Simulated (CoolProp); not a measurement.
Methane along the isotherm 183.8 K: density (kg/m³) from the reference equation and from simpler models built on Tc = 190.6 K, pc = 4599 kPa, ω = 0.011; each cubic takes its own stable root.

Computed with CoolProp (reference Helmholtz-energy equation of state, Setzmann 1991).

```json
[
 {"p (kPa)": "256", "phase": "gas", "reference": "2.745", "ideal gas": "2.687", "van der Waals": "2.738", "Redlich-Kwong": "2.746", "Soave-Redlich-Kwong": "2.746"},
 {"p (kPa)": "511", "phase": "gas", "reference": "5.603", "ideal gas": "5.364", "van der Waals": "5.571", "Redlich-Kwong": "5.607", "Soave-Redlich-Kwong": "5.607"},
 {"p (kPa)": "767", "phase": "gas", "reference": "8.611", "ideal gas": "8.052", "van der Waals": "8.536", "Redlich-Kwong": "8.620", "Soave-Redlich-Kwong": "8.620"},
 {"p (kPa)": "1020", "phase": "gas", "reference": "11.74", "ideal gas": "10.71", "van der Waals": "11.60", "Redlich-Kwong": "11.76", "Soave-Redlich-Kwong": "11.76"},
 {"p (kPa)": "1280", "phase": "gas", "reference": "15.14", "ideal gas": "13.44", "van der Waals": "14.90", "Redlich-Kwong": "15.16", "Soave-Redlich-Kwong": "15.16"},
 {"p (kPa)": "1530", "phase": "gas", "reference": "18.62", "ideal gas": "16.06", "van der Waals": "18.25", "Redlich-Kwong": "18.65", "Soave-Redlich-Kwong": "18.65"},
 {"p (kPa)": "1790", "phase": "gas", "reference": "22.49", "ideal gas": "18.79", "van der Waals": "21.94", "Redlich-Kwong": "22.53", "Soave-Redlich-Kwong": "22.52"},
 {"p (kPa)": "2040", "phase": "gas", "reference": "26.51", "ideal gas": "21.42", "van der Waals": "25.72", "Redlich-Kwong": "26.54", "Soave-Redlich-Kwong": "26.54"},
 {"p (kPa)": "2300", "phase": "gas", "reference": "31.07", "ideal gas": "24.15", "van der Waals": "29.95", "Redlich-Kwong": "31.09", "Soave-Redlich-Kwong": "31.09"}
]
```
